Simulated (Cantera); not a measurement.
**Ignition delay**

Mixture: 43.1 % H2, 12.0 % O2, 44.9 % N2, at 13.0 bar, adiabatic and at constant pressure. Ignition delay is the time to a rise of 400 K.

Cantera simulation using GRI-Mech 3.0 (53 species, 325 reactions); the numbers are that mechanism's predictions, not measurements. The hydrogen kinetics of GRI-Mech 3.0 are dated; newer H2 mechanisms differ, most at raised pressure. The pressure lies above the range GRI-Mech 3.0 was tuned for (to about 10 atm). Where the delays flatten at high temperature, the 400 K rule measures the pace of heat release, not the induction time.

```json
[
 {"T0 (K)": "1100", "delay (ms)": "0.703"},
 {"T0 (K)": "1200", "delay (ms)": "0.0817"},
 {"T0 (K)": "1300", "delay (ms)": "0.00675"},
 {"T0 (K)": "1400", "delay (ms)": "0.00217"},
 {"T0 (K)": "1500", "delay (ms)": "0.00125"},
 {"T0 (K)": "1600", "delay (ms)": "0.000860"},
 {"T0 (K)": "1700", "delay (ms)": "0.000647"},
 {"T0 (K)": "1800", "delay (ms)": "0.000516"},
 {"T0 (K)": "1900", "delay (ms)": "0.000432"},
 {"T0 (K)": "2000", "delay (ms)": "0.000378"}
]
```
